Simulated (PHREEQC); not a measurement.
PHREEQC input (ion-association model, wateq4f.dat):

```
SOLUTION 1
  temp 25
  units mol/kgw
  pH 7 charge
END
SELECTED_OUTPUT 1
  -reset false
  -pH true
  -pe true
  -ionic_strength true
  -water true
  -totals Ca F
  -molalities H+ Ca+2 F- CaOH+ O2 OH- CaF+ HF HF2- H2F2
  -equilibrium_phases Fluorite Portlandite
PRINT
  -reset false
USE solution 1
REACTION_TEMPERATURE 1
  5 14 23 32 41 50 59 68 77 86 95
EQUILIBRIUM_PHASES 1
  Fluorite 0 0.2
  Portlandite 0 0
  O2(g) -0.68 10
END
```

Selected output (columns that matter, 11 of 11 rows; T (°C) added in front):

```
T (°C)	pH	mu	Ca	F	m_H+	m_Ca+2	m_F-	m_OH-	Fluorite
5	7.4232	0.00047044	0.00015696	0.00031392	3.8627e-08	0.00015672	0.00031367	5.0282e-08	0.19984
14	7.2645	0.00052343	0.0001747	0.00034941	5.5745e-08	0.00017434	0.00034902	7.8144e-08	0.19983
23	7.1238	0.00057407	0.00019169	0.00038339	7.7202e-08	0.00019115	0.0003828	1.174e-07	0.19981
32	6.9994	0.00062153	0.00020766	0.00041532	1.0294e-07	0.00020688	0.00041447	1.7145e-07	0.19979
41	6.8901	0.00066516	0.0002224	0.00044479	1.3259e-07	0.00022132	0.0004436	2.4442e-07	0.19978
50	6.7944	0.00070448	0.00023574	0.00047147	1.6548e-07	0.00023429	0.00046985	3.4123e-07	0.19976
59	6.7112	0.00073915	0.00024757	0.00049515	2.0069e-07	0.00024569	0.000493	4.677e-07	0.19975
68	6.6393	0.00076899	0.00025785	0.00051569	2.371e-07	0.00025545	0.00051291	6.306e-07	0.19974
77	6.5777	0.00079393	0.00026653	0.00053306	2.7355e-07	0.00026356	0.00052953	8.377e-07	0.19973
86	6.5255	0.00081403	0.00027364	0.00054727	3.0884e-07	0.00027004	0.00054289	1.0978e-06	0.19973
95	6.4818	0.00082941	0.00027921	0.00055842	3.4187e-07	0.00027493	0.00055306	1.4205e-06	0.19972
```

Complexes and solids missing from the database can't appear. Away from 25 °C the constants follow the database's enthalpies or fits; those with neither stay at their 25 °C values.
